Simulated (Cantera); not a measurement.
**Equilibrium for silicon nitride deposition: trisilylamine + N₂**

A closed system holds: 1 mol trisilylamine, 3.7 mol N₂, equilibrated at 1900 K and 173 Torr.

These are equilibrium values from Cantera (NASA tables, ideal gas, pure condensed phases), not measurements of a reactor. Candidate condensed phases: Si, Si₃N₄; 18 gas species. The feed counts by its element totals alone. Gases not in the tables: Si₂H₆ and higher silanes. Equilibrium is a limit: real reactors are often held back by kinetics, nucleation or transport.

The x(H₂) is 0.670 and the x(N₂) comes out as 0.328. The x(H) is 0.00135 and the x(Si) is 3.66e-5. The x(SiH₂) is 2.61e-5 and the x(SiH) is 1.25e-5. The x(SiN) is 3.37e-6, the x(Si₂N) is 3.25e-6 and the x(NH₃) is 1.73e-6. The n(Si₃N₄(s)) is 1.000 mol. The gas amount comes out as 6.705 mol and the log10 activity of Si(l) (absent) is -0.18.
